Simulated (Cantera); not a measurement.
A freely propagating, adiabatic, planar premixed flame of 6.73 % CH4, 2.83 % CO, 18.2 % O2, 68.0 % N2, 4.17 % CO2, 0.141 % H2, equivalence ratio 0.82, unburnt at 475 K and 0.160 bar; mixture-averaged transport, grid criteria slope 0.08 and curve 0.16, no radiation.

Computed with Cantera and GRI-Mech 3.0 (53 species, 325 reactions). Burning velocities carry a grid error of a few per cent, more on coarse grids.

Q: Predict: laminar burning velocity; thermal thickness; peak x(CH2O); peak x(C2H2).

A: laminar burning velocity: 96.2 cm/s
thermal thickness: 2.15 mm
peak x(CH2O): 0.000674
peak x(C2H2): 1.16e-5
